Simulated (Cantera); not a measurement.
Charge: 1 mol Cr, 1.7 mol N₂, 38 mol H₂, equilibrated at 1877 °C and 1000 Pa.

Cantera equilibrium calculation (NASA polynomials, part measured and part estimated; ideal gas, pure solids and liquids). Candidate condensed phases: Cr, CrN, Cr₂N; 11 gas species. Equilibrium is a limit: real reactors are often held back by kinetics, nucleation or transport.

Base state: H₂ 0.895, N₂ 0.0409, H 0.0399, Cr 0.0241 (mole fractions); condensed: gas only.

Question: What changes in the equilibrium state with this change: pressure from 1000 Pa to 10000 Pa?

Answer: 
```tsv
species	before	after
H₂	0.895	0.921
N₂	0.0409	0.0415
Cr	0.0241	0.0244
H	0.0399	0.0128
```
